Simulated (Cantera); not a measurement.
Input (Python, Cantera) and output of one run.

```python
import numpy as np
import cantera as ct

gas_names = [...]  # 151 gases of nasa_gas.yaml made of C, H, N, O, Si
cond_names = """
    C(gr) C6H6(L) C7H8(L) C8H18(L),n-octa H2O(s) H2O(L) Si(cr) Si(L) SiC(b) SiO2(Lqz) SiO2(hqz) SiO2(L)
    Si2N2O(s) Si3N4(a)
""".split()


# ... load() reads the species with a 1 bar reference pressure and builds the phases ...
atoms = {
    'HMDSO': {'Si': 2, 'C': 6, 'H': 18, 'O': 1},
    'H2O': {'H': 2, 'O': 1},
    'H2': {'H': 2},
    'O3': {'O': 3},
    'NH3': {'N': 1, 'H': 3},
}
top_T = {'C(gr)': 4500, 'SiC(b)': 3050, 'Si2N2O(s)': 2100, 'Si3N4(a)': 2400}  # K; cautious upper limits of use, not melting points


# ... equilibrate(T, P, feed) seeds the gas with the atoms and calls Mixture.equilibrate('TP', solver="vcs", rtol=1e-11, max_steps=5000) ...
results = []
feed = {'HMDSO': 1, 'H2O': 1.4, 'H2': 57, 'O3': 0.066, 'NH3': 0.0035}  # mol
P = 13332.2  # Pa
for T in [723, 923, 1123, 1323, 1523, 1723, 1923, 2123]:
    mix = equilibrate(T, P, feed)
    results.append((T, P, feed, dict(zip(mix.species_names, mix.species_moles))))

top = {s: max(r[3][s] / sum(r[3][g] for g in gas_names) for r in results) for s in gas_names}
cols = sorted((s for s in top if top[s] > 1e-06), key=lambda s: -top[s])[:8]
seen = [c for c in cond_names if any(r[3].get(c, 0) > 1e-12 for r in results)]
print("log10 of partial pressures in bar; condensed amounts in mol")
print(f"{'T/K':>10s}" + "".join(f"{s[:9]:>10s}" for s in cols + seen))
for T, P, feed, n in results:
    ng = sum(n[g] for g in gas_names)
    print(f"{T:10.4g}" + "".join(f"{np.log10(max(n[s] / ng * P / 1e5, 1e-99)):10.3f}" for s in cols)
          + "".join(f"{n.get(c, 0):10.4g}" for c in seen))
```

Output:

```
log10 of partial pressures in bar; condensed amounts in mol
       T/K        H2       CH4        CO         H C2H2,acet       SiO        Si       HCN     C(gr)    SiC(b) SiO2(Lqz) SiO2(hqz) Si2N2O(s)
       723    -0.914    -1.944   -14.289   -13.531   -16.063   -18.289   -28.757   -18.918         0    0.6984     1.298         0   0.00175
       923    -0.888    -2.409    -8.231   -10.056   -10.812   -12.662   -21.431   -12.359     3.387    0.6984         0     1.298   0.00175
      1123    -0.877    -3.286    -5.167    -7.809    -8.534    -8.797   -16.183    -9.103     5.036    0.7001         0     1.296  0.001747
      1323    -0.878    -3.925    -3.044    -6.239    -6.962    -6.117   -12.530    -6.849     4.549    0.9302         0     1.068 0.0005378
      1523    -0.892    -4.421    -2.306    -5.082    -5.819    -4.973    -9.843    -6.118     1.392     1.994         0         0         0
      1723    -0.892    -4.781    -2.308    -4.185    -4.935    -4.664    -7.785    -5.657     1.403     1.989         0         0         0
      1923    -0.893    -5.065    -2.309    -3.472    -4.238    -4.421    -6.160    -5.383     1.375     1.979         0         0         0
      2123    -0.897    -5.298    -2.313    -2.894    -3.678    -4.228    -4.845    -5.268     1.246     1.957         0         0         0
```

Equilibrium computed with Cantera from the NASA thermochemical tables; the gas is ideal and each condensed phase is pure. The feed counts by its element totals alone. Mutual solubility and eutectic melting of coexisting phases are not modelled. The tables hold silica as quartz up to 1696 K and as liquid above; real silica turns to tridymite and cristobalite and melts near 1996 K. Gases not in the tables: Si2H6 and higher silanes.
